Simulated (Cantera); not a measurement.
What does this Cantera script print?

```python
import numpy as np
import cantera as ct

gas_names = """
    B BH BH2 BH3 BN BO BO2 B2 B2O B2O2 B2O3 B3O3H3 H HBO HBO2 HNO HNO2 HNO3 HO2 H2 H2O H2O2 H3B3O6 N NH
    NH2 NH3 NH2OH NO NO2 NO3 N2 N2H2 N2H4 N2O O OH O2 O3
""".split()
cond_names = """
    B(b) B(L) BN(s) B2O3(L) B3O3H3(cr) H2O(s) H2O(L)
""".split()


def load(file, names, dense=False):
    # The tables refer to 1 bar. Condensed volumes are neglected.
    table = {s.name: s for s in ct.Species.list_from_file(file)}
    out = []
    for n in names:
        d = dict(table[n].input_data)
        d["thermo"] = dict(d["thermo"], **{"reference-pressure": 1e5})
        if dense:
            d["equation-of-state"] = {"model": "constant-volume", "density": "1e6 g/cm^3"}
        out.append(ct.Species.from_dict(d))
    return out


gas = ct.Solution(thermo="ideal-gas", species=load("nasa_gas.yaml", gas_names))
cond = {s.name: ct.Solution(thermo="fixed-stoichiometry", species=[s], name=s.name)
        for s in load("nasa_condensed.yaml", cond_names, dense=True)}
atoms = {
    'borazine': {'B': 3, 'N': 3, 'H': 6},
    'O2': {'O': 2},
    'H2': {'H': 2},
}
top_T = {'BN(s)': 3200}  # K; cautious upper limits of use, not melting points


def equilibrate(T, P, feed):
    n = {}
    for name, mol in feed.items():
        for a, k in atoms[name].items():
            n[a] = n.get(a, 0.0) + k * mol
    gas.TPX = T, P, n
    mass = sum(n.values()) * gas.mean_molecular_weight
    gas.equilibrate("TP")
    valid = [c for c in cond.values() if c.min_temp <= T <= top_T.get(c.name, c.max_temp)]
    mix = ct.Mixture([(gas, mass / gas.mean_molecular_weight)] + [(c, 0.0) for c in valid])
    mix.T, mix.P = T, P
    mix.equilibrate("TP", solver="vcs", rtol=1e-11, max_steps=5000)
    return mix


results = []
feed = {'borazine': 1, 'O2': 1.7, 'H2': 0.63}  # mol
P = 280  # Pa
for T in [1250, 1350, 1450, 1550, 1650, 1750, 1850]:
    mix = equilibrate(T, P, feed)
    results.append((T, P, feed, dict(zip(mix.species_names, mix.species_moles))))

top = {s: max(r[3][s] / sum(r[3][g] for g in gas_names) for r in results) for s in gas_names}
cols = sorted((s for s in top if top[s] > 0.0001), key=lambda s: -top[s])[:8]
seen = [c for c in cond_names if any(r[3].get(c, 0) > 1e-12 for r in results)]
print("log10 of partial pressures in bar; condensed amounts in mol")
print(f"{'T/K':>10s}" + "".join(f"{s[:9]:>10s}" for s in cols + seen))
for T, P, feed, n in results:
    ng = sum(n[g] for g in gas_names)
    print(f"{T:10.4g}" + "".join(f"{np.log10(max(n[s] / ng * P / 1e5, 1e-99)):10.3f}" for s in cols)
          + "".join(f"{n.get(c, 0):10.4g}" for c in seen))
```

It prints:

```
log10 of partial pressures in bar; condensed amounts in mol
       T/K        H2        N2      B2O3       HBO      B2O2        BO      HBO2         H     BN(s)   B2O3(L)
      1250    -2.671    -3.177    -7.356    -6.634    -9.368   -10.016    -5.679    -7.651    0.7362      1.13
      1350    -2.673    -3.178    -6.153    -5.741    -7.740    -8.508    -5.167    -6.959    0.7379     1.122
      1450    -2.677    -3.181    -5.124    -4.976    -6.341    -7.213    -4.733    -6.363     0.739     1.092
      1550    -2.699    -3.193    -4.235    -4.321    -5.127    -6.087    -4.370    -5.851    0.7225    0.9411
      1650    -2.811    -3.248    -3.459    -3.787    -4.049    -5.095    -4.109    -5.447    0.5369  0.007927
      1750    -2.847    -3.221    -3.631    -3.582    -3.694    -4.516    -4.407    -5.057    0.2294         0
      1850    -2.878    -3.206    -3.846    -3.495    -3.572    -4.098    -4.637    -4.708         0         0
```

Method: chemical equilibrium by Gibbs-energy minimisation in Cantera with the NASA 1993 tables (ideal gas, pure condensed phases). The feed counts by its element totals alone. Mutual solubility and eutectic melting of coexisting phases are not modelled.
